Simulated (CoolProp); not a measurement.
A Linde-Hampson liquefier for dry air: isothermal reversible compression at 290 K from 1 atm to 20 MPa, throttling to 1 atm, return gas leaving the recuperator 0 K below the feed. Each further row changes one setting.

Computed with CoolProp (reference Helmholtz-energy equation of state, Lemmon 2000). It is a pseudo-pure fit of the blend.

```tsv
case	liquid yield per pass	compression work (kJ/kg of gas)
as stated	…	438
high pressure 40 MPa	…	…
warm-end temperature 320 K	…	…
warm-end gap 5 K	…	438
```

### Question
Fill in the missing entries.

### Answer

- as stated, liquid yield per pass: 0.089
- high pressure 40 MPa, liquid yield per pass: 0.116
- high pressure 40 MPa, compression work (kJ/kg of gas): 501
- warm-end temperature 320 K, liquid yield per pass: 0.066
- warm-end temperature 320 K, compression work (kJ/kg of gas): 486
- warm-end gap 5 K, liquid yield per pass: 0.078
